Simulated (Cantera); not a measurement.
A closed system holds: 1 mol borazine, 3.1 mol O2, held at 925 °C and 0.100 bar.

Cantera equilibrium calculation (NASA polynomials, part measured and part estimated; ideal gas, pure solids and liquids). Candidate condensed phases: B, BN, B2O3, B3O3H3, H2O; 39 gas species. The feed counts by its element totals alone. Gases not in the tables: H3BO3. The numbers say what is thermodynamically allowed, not how fast it happens.

Base state: H2O 0.376, N2 0.333, H2 0.289, HBO2 0.00157, (HBO2)3 0.000856 (mole fractions); condensed: B2O3(l).

Task: What changes in the equilibrium state with this change: temperature from 925 °C to 1625 °C?

Result: 
| species | before | after |
|---|---|---|
| HBO2 | 0.00157 | 0.332 |
| N2 | 0.333 | 0.250 |
| H2 | 0.289 | 0.214 |
| H2O | 0.376 | 0.118 |
| B2O3 | 8.66e-8 | 0.0823 |
| BO | <1e-9 | 0.000197 |
| BO2 | <1e-9 | 0.000176 |
| B2O3(l), mol | 1.49 | 0 |
